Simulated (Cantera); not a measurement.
A freely propagating, adiabatic, planar premixed flame of 33.0 % H2, 10.3 % O2, 38.6 % N2, 18.1 % H2O, unburnt at 700 K and 0.120 bar; mixture-averaged transport, grid criteria slope 0.08 and curve 0.16, no radiation.

Cantera simulation using the H2/O2 subset of GRI-Mech 3.0, which has no nitrogen chemistry; the numbers are that mechanism's predictions, not measurements. Burning velocities carry a grid error of a few per cent, more on coarse grids.

### Question
Predict: laminar burning velocity; thermal thickness; peak x(HO2); peak x(OH); peak x(O).

### Answer
- laminar burning velocity: 780 cm/s
- thermal thickness: 7.40 mm
- peak x(HO2): 5.47e-5
- peak x(OH): 0.00891
- peak x(O): 0.00546
